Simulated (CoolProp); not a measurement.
Model: reference Helmholtz-energy equation of state, Zhou 2012, in CoolProp.

Problem. Give the vapour pressure (kPa), liquid density (kg/m³), enthalpy of vaporisation (kJ/kg), vapour Z of saturated o-xylene at 447.6, 530 K.

Solution. 
| T (K) | p (kPa) | liquid density (kg/m³) | enthalpy of vaporisation (kJ/kg) | vapour Z |
|---|---|---|---|---|
| 447.6 | 211 | 739 | 323 | 0.923 |
| 530 | 983 | 641 | 256 | 0.784 |
